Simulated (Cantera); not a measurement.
Mixture: 16.5 % H2, 17.5 % O2, 65.9 % N2, 0.181 % NO, at 22.0 bar, adiabatic and at constant pressure. Ignition delay is the time to a rise of 400 K.

Model: GRI-Mech 3.0 (53 species, 325 reactions), integrated in Cantera. The hydrogen kinetics of GRI-Mech 3.0 are dated; newer H2 mechanisms differ, most at raised pressure. The pressure lies above the range GRI-Mech 3.0 was tuned for (to about 10 atm). The mechanism lacks 2 NO + O2 → 2 NO2 and HONO, so NO2 and the effect of NO are under-described below about 1400 K.

### Question
Predict: delay at 975 K; delay at 1125 K; delay at 1275 K; delay at 1425 K; delay at 1575 K; apparent activation energy between 1500 and 1650 K.

### Answer
| Quantity | Result |
|---|---|
| delay at 975 K | 1.19 ms |
| delay at 1125 K | 82.1 µs |
| delay at 1275 K | 9.28 µs |
| delay at 1425 K | 1.53 µs |
| delay at 1575 K | 0.661 µs |
| apparent activation energy between 1500 and 1650 K | 84 kJ/mol |
